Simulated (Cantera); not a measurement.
Input: 1 mol AlN, 0.19 mol O2, 1.7 mol H2, equilibrated at 0.000950 bar.

Equilibrium computed with Cantera from the NASA thermochemical tables; the gas is ideal and each condensed phase is pure. Candidate condensed phases: Al, AlN, Al2O3, H2O; 35 gas species. Mutual solubility and eutectic melting of coexisting phases are not modelled. The tables' values for AlOH are old estimates; treat these amounts as uncertain. Condensed phases not in the tables: aluminium oxynitride. Equilibrium is a limit: real reactors are often held back by kinetics, nucleation or transport.

log p: log10 of the partial pressure in bar; n: condensed amount in mol.

```json
[
 {"T (K)": "700", "log p H2": "-3.05", "log p N2": "-4.18", "log p Al": "<-15", "log p Al2O": "<-15", "log p H": "<-15", "log p AlH": "<-15", "log p AlOH": "<-15", "n AlN(s)": "0.747", "n Al2O3(s)": "0.127"},
 {"T (K)": "850", "log p H2": "-3.05", "log p N2": "-4.18", "log p Al": "<-15", "log p Al2O": "<-15", "log p H": "-12.22", "log p AlH": "<-15", "log p AlOH": "<-15", "n AlN(s)": "0.747", "n Al2O3(s)": "0.127"},
 {"T (K)": "1000", "log p H2": "-3.05", "log p N2": "-4.18", "log p Al": "<-15", "log p Al2O": "<-15", "log p H": "-10.17", "log p AlH": "<-15", "log p AlOH": "<-15", "n AlN(s)": "0.747", "n Al2O3(s)": "0.127"},
 {"T (K)": "1150", "log p H2": "-3.05", "log p N2": "-4.18", "log p Al": "(withheld)", "log p Al2O": "<-15", "log p H": "(withheld)", "log p AlH": "<-15", "log p AlOH": "<-15", "n AlN(s)": "0.747", "n Al2O3(s)": "0.127"},
 {"T (K)": "1300", "log p H2": "-3.05", "log p N2": "-4.18", "log p Al": "(withheld)", "log p Al2O": "(withheld)", "log p H": "(withheld)", "log p AlH": "(withheld)", "log p AlOH": "-12.64", "n AlN(s)": "0.747", "n Al2O3(s)": "0.127"},
 {"T (K)": "1450", "log p H2": "-3.05", "log p N2": "-4.18", "log p Al": "-8.88", "log p Al2O": "-10.33", "log p H": "-6.55", "log p AlH": "-10.24", "log p AlOH": "-10.71", "n AlN(s)": "0.747", "n Al2O3(s)": "0.127"},
 {"T (K)": "1600", "log p H2": "-3.05", "log p N2": "-4.18", "log p Al": "-6.73", "log p Al2O": "-7.58", "log p H": "-5.79", "log p AlH": "-8.34", "log p AlOH": "-9.15", "n AlN(s)": "0.746", "n Al2O3(s)": "0.127"},
 {"T (K)": "1750", "log p H2": "-3.07", "log p N2": "-4.14", "log p Al": "-4.98", "log p Al2O": "-5.35", "log p H": "-5.17", "log p AlH": "-6.79", "log p AlOH": "-7.87", "n AlN(s)": "0.714", "n Al2O3(s)": "0.124"},
 {"T (K)": "1900", "log p H2": "-3.26", "log p N2": "-3.78", "log p Al": "-3.92", "log p Al2O": "-4.03", "log p H": "-4.73", "log p AlH": "-6.00", "log p AlOH": "-7.03", "n AlN(s)": "0", "n Al2O3(s)": "0.0319"},
 {"T (K)": "2050", "log p H2": "-3.28", "log p N2": "-3.79", "log p Al": "-3.89", "log p Al2O": "-4.07", "log p H": "-4.29", "log p AlH": "-6.13", "log p AlOH": "-6.54", "n AlN(s)": "0", "n Al2O3(s)": "0.0393"}
]
```

Q: Complete the blanks.

A: 
- 1300, log p Al: -11.54
- 1300, log p Al2O: -13.72
- 1300, log p H: -7.48
- 1300, log p AlH: -12.59
- 1150, log p Al: -14.89
- 1150, log p H: -8.65
